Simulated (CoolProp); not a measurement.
Properties of hexamethyldisiloxane (MM) along the isotherm 573.4 K (Tc = 518.7 K, pc = 1.931 MPa, ω = 0.418).

Values from CoolProp's reference Helmholtz-energy equation of state, Thol 2016.

```csv
p (MPa),phase,Z,expansivity (1/kK)
0.644,gas,0.9131,2.416
1.29,gas,0.8193,3.507
1.93,gas,___,5.358
2.57,supercritical,0.6163,8.704
3.22,supercritical,0.5127,13.45
3.86,supercritical,___,___
4.51,supercritical,0.4424,8.935
5.15,supercritical,0.4615,6.549
5.79,supercritical,___,5.232
6.44,supercritical,___,4.407
7.08,supercritical,0.5553,3.856
7.72,supercritical,0.5897,___
8.37,supercritical,0.6250,___
9.01,supercritical,0.6600,___
9.66,supercritical,0.6956,2.711
```

**Question.** Some entries are withheld; supply them.

**Answer.** 
- 1.93, Z: 0.7205
- 3.86, Z: 0.4492
- 3.86, expansivity (1/kK): 13.14
- 5.79, Z: 0.4895
- 6.44, Z: 0.5218
- 7.72, expansivity (1/kK): 3.456
- 8.37, expansivity (1/kK): 3.148
- 9.01, expansivity (1/kK): 2.908
